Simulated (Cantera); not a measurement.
# Roasting and sulfation: FeS₂ + H₂S + H₂O

Charge: 1 mol FeS₂, 0.14 mol H₂S, 0.17 mol H₂O, equilibrated at 0.0360 bar.

Cantera equilibrium calculation (NASA polynomials, part measured and part estimated; ideal gas, pure solids and liquids). Candidate condensed phases: Fe, FeO, Fe(OH)₂, Fe(OH)₃, FeS, FeSO₄, FeS₂, Fe₂O₃, Fe₂(SO₄)₃, Fe₃O₄, H₂O, H₂SO₄, S; 22 gas species. FeS: taken at fixed stoichiometry. Gases not in the tables: S₃ to S₇. Equilibrium is a limit: real reactors are often held back by kinetics, nucleation or transport.

```json
[
 {"T (K)": "725", "log p S₂": "-4.01", "log p H₂O": "-1.71", "log p H₂S": "-1.80", "log p H₂": "-3.69", "log p SO₂": "-5.68", "n FeS₂(s)": "1.00", "n FeS(s)": "0", "n FeS(l)": "0"},
 {"T (K)": "800", "log p S₂": "-3.61", "log p H₂O": "-1.71", "log p H₂S": "-1.81", "log p H₂": "-3.30", "log p SO₂": "-5.39", "n FeS₂(s)": "1.00", "n FeS(s)": "0", "n FeS(l)": "0"},
 {"T (K)": "875", "log p S₂": "-2.42", "log p H₂O": "-1.76", "log p H₂S": "-1.84", "log p H₂": "-3.44", "log p SO₂": "-3.90", "n FeS₂(s)": "0.926", "n FeS(s)": "0.0743", "n FeS(l)": "0"},
 {"T (K)": "950", "log p S₂": "-1.67", "log p H₂O": "-2.19", "log p H₂S": "-2.14", "log p H₂": "-3.69", "log p SO₂": "-3.26", "n FeS₂(s)": "0", "n FeS(s)": "1.00", "n FeS(l)": "0"},
 {"T (K)": "1025", "log p S₂": "-1.66", "log p H₂O": "-2.18", "log p H₂S": "-2.17", "log p H₂": "-3.36", "log p SO₂": "-3.35", "n FeS₂(s)": "0", "n FeS(s)": "1.00", "n FeS(l)": "0"},
 {"T (K)": "1100", "log p S₂": "-1.66", "log p H₂O": "-2.17", "log p H₂S": "-2.21", "log p H₂": "-3.08", "log p SO₂": "-3.42", "n FeS₂(s)": "0", "n FeS(s)": "1.00", "n FeS(l)": "0"},
 {"T (K)": "1175", "log p S₂": "-1.66", "log p H₂O": "-2.17", "log p H₂S": "-2.26", "log p H₂": "-2.86", "log p SO₂": "-3.45", "n FeS₂(s)": "0", "n FeS(s)": "1.00", "n FeS(l)": "0"},
 {"T (K)": "1250", "log p S₂": "-1.66", "log p H₂O": "-2.18", "log p H₂S": "-2.32", "log p H₂": "-2.68", "log p SO₂": "-3.45", "n FeS₂(s)": "0", "n FeS(s)": "1.00", "n FeS(l)": "0"},
 {"T (K)": "1325", "log p S₂": "-1.65", "log p H₂O": "-2.19", "log p H₂S": "-2.40", "log p H₂": "-2.55", "log p SO₂": "-3.42", "n FeS₂(s)": "0", "n FeS(s)": "1.00", "n FeS(l)": "0"},
 {"T (K)": "1400", "log p S₂": "-1.65", "log p H₂O": "-2.20", "log p H₂S": "-2.48", "log p H₂": "-2.44", "log p SO₂": "-3.36", "n FeS₂(s)": "0", "n FeS(s)": "1.00", "n FeS(l)": "0"},
 {"T (K)": "1475", "log p S₂": "-1.65", "log p H₂O": "-2.22", "log p H₂S": "-2.58", "log p H₂": "-2.36", "log p SO₂": "-3.29", "n FeS₂(s)": "0", "n FeS(s)": "0", "n FeS(l)": "1.00"},
 {"T (K)": "1550", "log p S₂": "-1.65", "log p H₂O": "-2.24", "log p H₂S": "-2.67", "log p H₂": "-2.30", "log p SO₂": "-3.22", "n FeS₂(s)": "0", "n FeS(s)": "0", "n FeS(l)": "1.000"}
]
```
log p: log10 of the partial pressure in bar; n: condensed amount in mol.

From 725 K to 800 K the condensed part is FeS₂(s). At 875 K the condensed part is FeS(s) + FeS₂(s). From 950 K to 1400 K the condensed part is FeS(s). From 1475 K to 1550 K the condensed part is FeS(l).
